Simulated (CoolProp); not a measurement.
Vapour-liquid equilibrium of R22 (1) + R114 (2) at 25.75 °C; x and y are mole fractions of (1).

Computed with CoolProp (multi-fluid Helmholtz-energy mixture model, Kamei 1995 and Platzer 1990; pair parameters Bell 2016). This equation is an older, rougher fit; its heat capacities, sound speeds and derivatives of the liquid may be far off and weren't checked against measurements.

| x | bubble pressure (kPa) | y at the bubble point | dew pressure at overall composition x (kPa) | liquid density (mol/L) |
|---|---|---|---|---|
| 0.05 | 289.8 | 0.261 | 230.4 | 8.655 |
| 0.125 | 379.3 | 0.459 | ? | 8.905 |
| 0.2 | 455.2 | ? | 269.9 | 9.171 |
| 0.275 | 521.6 | 0.645 | 294.8 | 9.455 |
| 0.35 | 581.9 | 0.701 | 324.6 | 9.760 |
| 0.425 | 638.3 | 0.747 | 360.5 | 10.09 |
| 0.5 | 692.6 | ? | 404.3 | 10.44 |
| 0.575 | 746.0 | 0.822 | 458.7 | 10.82 |
| 0.65 | ? | 0.856 | ? | 11.24 |
| 0.725 | 853.7 | 0.888 | 610.5 | 11.69 |
| 0.8 | 909.2 | 0.919 | 712.6 | 12.18 |
| 0.875 | ? | 0.950 | 832.0 | 12.72 |
| 0.95 | 1025 | 0.980 | ? | ? |

Problem. Some entries are withheld; supply them.

Solution. 
- 0.125, dew pressure at overall composition x (kPa): 248.7
- 0.2, y at the bubble point: 0.571
- 0.5, y at the bubble point: 0.786
- 0.65, bubble pressure (kPa): 799.4
- 0.65, dew pressure at overall composition x (kPa): 526.4
- 0.875, bubble pressure (kPa): 966.2
- 0.95, dew pressure at overall composition x (kPa): 966.9
- 0.95, liquid density (mol/L): 13.31

No azeotrope shows between x = 0.05 and 0.95.

The pair parameters rest on a limited set of measurements; away from them the model extrapolates.
